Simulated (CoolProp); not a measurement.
Vapour-liquid equilibrium of fluoroethane (R161) (1) + R1234yf (2) at 263.4 K; x and y are mole fractions of (1).

Computed with CoolProp (multi-fluid Helmholtz-energy mixture model, Wu 2012 and Lemmon 2022; pair parameters Bell 2016).

| x | bubble pressure (MPa) | y at the bubble point | dew pressure at overall composition x (MPa) | liquid density (mol/L) |
|---|---|---|---|---|
| 0.05 | 0.2299 | 0.073 | 0.2280 | 10.77 |
| 0.15 | 0.2416 | 0.206 | 0.2366 | 11.18 |
| 0.25 | 0.2527 | 0.325 | 0.2456 | 11.61 |
| 0.35 | 0.2631 | 0.433 | 0.2551 | 12.08 |
| 0.45 | 0.2728 | 0.532 | 0.2648 | 12.58 |
| 0.55 | 0.2818 | 0.623 | 0.2746 | 13.12 |
| 0.65 | 0.2900 | 0.710 | 0.2843 | 13.70 |
| 0.75 | 0.2974 | 0.793 | 0.2936 | 14.32 |
| 0.85 | 0.3041 | 0.875 | 0.3021 | 15.00 |
| 0.95 | 0.3099 | 0.958 | 0.3094 | 15.74 |

No azeotrope shows between x = 0.05 and 0.95.

The pair parameters rest on a limited set of measurements; away from them the model extrapolates.
